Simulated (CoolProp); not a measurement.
Vapour-liquid equilibrium of benzene (1) + n-octane (2) at 230.35 °C; x and y are mole fractions of (1).

Model: multi-fluid Helmholtz-energy mixture model, Thol 2012 and Beckmüller 2019; pair parameters Bell 2016, in CoolProp.

**Question.** Give the bubble pressure and the first vapour's composition at x = 0.35, 0.55, 0.75. Is there an azeotrope?

**Answer.** x = 0.35: 14.13 bar, y = 0.501; x = 0.55: 16.86 bar, y = 0.685; x = 0.75: 19.52 bar, y = 0.834. No azeotrope shows between x = 0.05 and 0.95.

The pair parameters rest on a limited set of measurements; away from them the model extrapolates.
